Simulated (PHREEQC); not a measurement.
A made-up water analysis in mmol/kgw, 25 °C, pH 3.11, pe 10.2: Na 1; K 0.0873; Ca 5.26; Mg 4.78; Cl 0.477; S(6) 10.9; B 0.0157; Zn 0.00838; Sr 0.0491.

Valence states are taken as typed.

The numbers come from PHREEQC with the ion-association model, phreeqc.dat.

### Question
The ionic strength comes out as 0.0305 mol/kgw. What activity coefficients do Sr+2, Ca+2, Mg+2, HSO4-, NaSO4- get?

### Answer
Sr+2 0.54, Ca+2 0.53, Mg+2 0.54, HSO4- 0.85, NaSO4- 0.86.

This is a speciation only: nothing precipitates in the calculation.
